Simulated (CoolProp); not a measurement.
Vapour-liquid equilibrium of n-decane (1) + n-dodecane (2) at 91.45 °C; x and y are mole fractions of (1).

Computed with CoolProp (multi-fluid Helmholtz-energy mixture model, Lemmon 2006 and Lemmon 2004; pair parameters Bell 2016).

```tsv
x	bubble pressure, mixture model (MPa)	bubble pressure, Raoult's law (MPa)	y, mixture model	y, Raoult's law
0.05	0.001598	0.001606	0.206	0.210
0.15	0.002138	0.002146	0.469	0.471
0.25	0.002690	0.002687	0.628	0.627
0.35	0.003245	0.003227	0.733	0.731
0.45	0.003797	0.003768	0.807	0.805
0.55	0.004343	0.004308	0.861	0.860
0.65	0.004882	0.004849	0.904	0.904
0.75	0.005414	0.005389	0.937	0.938
0.85	0.005943	0.005930	0.965	0.966
0.95	0.006473	0.006470	0.989	0.990
```

The largest gap from Raoult's law is +0.8 % in bubble pressure, at x = 0.55. No azeotrope shows between x = 0.05 and 0.95.

The pair parameters rest on a limited set of measurements; away from them the model extrapolates. The gap from Raoult's law changes sign with composition, which may be real or a fault of the pair parameters; it wasn't checked against measurements.
